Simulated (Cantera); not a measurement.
Charge: 1 mol CuO, 1.2 mol CO, 2.8 mol H2, 0.56 mol CH4, at 29.0 mbar.

Cantera equilibrium calculation (NASA polynomials, part measured and part estimated; ideal gas, pure solids and liquids). Candidate condensed phases: C, C6H6, C7H8, C8H18, Cu, CuO, Cu(OH)2, Cu2O, H2O; 113 gas species. Equilibrium is a limit: real reactors are often held back by kinetics, nucleation or transport. All values below are at 1327 °C.

Base state: H2 0.622, CO 0.299, H2O 0.0667, CO2 0.0107, Cu 0.00137, H 0.000252 (mole fractions); condensed: Cu(l).

Task: What changes in the equilibrium state with this change: CH4 from 0.56 to 4 mol?

Result: 
| species | before | after |
|---|---|---|
| H2 | 0.622 | 0.829 |
| CO | 0.299 | 0.169 |
| Cu | 0.00137 | 0.00137 |
| H2O | 0.0667 | 3.55e-6 |
| CO2 | 0.0107 | 2.41e-7 |
| CH4 | 1.30e-9 | 3.26e-5 |
| C2H2 (acetylene) | <1e-9 | 2.28e-5 |
| H | 0.000252 | 0.000291 |
| Cu(l), mol | 0.992 | 0.982 |
| C(graphite), mol | 0 | 3.00 |
